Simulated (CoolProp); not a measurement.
Vapour-liquid equilibrium of R125 (1) + R1234yf (2) at 26.35 °C; x and y are mole fractions of (1).

Model: multi-fluid Helmholtz-energy mixture model, Lemmon 2005 and Lemmon 2022; pair parameters Bell 2023, in CoolProp.

Problem. Give the bubble pressure and the first vapour's composition at x = 0.15, 0.25, 0.85. Is there an azeotrope?

Solution. x = 0.15: 0.8106 MPa, y = 0.234; x = 0.25: 0.8789 MPa, y = 0.364; x = 0.85: 1.310 MPa, y = 0.902. No azeotrope shows between x = 0.05 and 0.95.

Pair parameters are fitted to limited data, so mixtures are less certain than the pure fluids.
